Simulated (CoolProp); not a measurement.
R143a along the isobar 3.71 bar: fugacity coefficient from the reference equation and from simpler models built on Tc = 345.9 K, pc = 37.62 bar, ω = 0.261; each cubic takes its own stable root.

Model: reference Helmholtz-energy equation of state, Lemmon and Jacobsen 2000, in CoolProp.

```
T (K)  phase  reference
-----  -----  ---------
285.4    gas     0.9288
289.7    gas     0.9325
293.9    gas     0.9359
298.2    gas     0.9391
302.4    gas     0.9420
306.7    gas     0.9448
310.9    gas     0.9474
315.2    gas     0.9499
319.4    gas     0.9521
323.6    gas     0.9543
327.9    gas     0.9563
332.1    gas     0.9582
336.4    gas     0.9600
340.6    gas     0.9617
344.9    gas     0.9634
```

Question: How far does each simpler model (Redlich-Kwong, Soave-Redlich-Kwong) lie from the reference over these 15 states: mean and median of the absolute difference, and the worst?

Answer: 
- Redlich-Kwong: mean 0.8 %, median 0.7 %, worst +1.5 % at 285.4 K and 3.71 bar
- Soave-Redlich-Kwong: mean 0.6 %, median 0.5 %, worst +1.0 % at 285.4 K and 3.71 bar
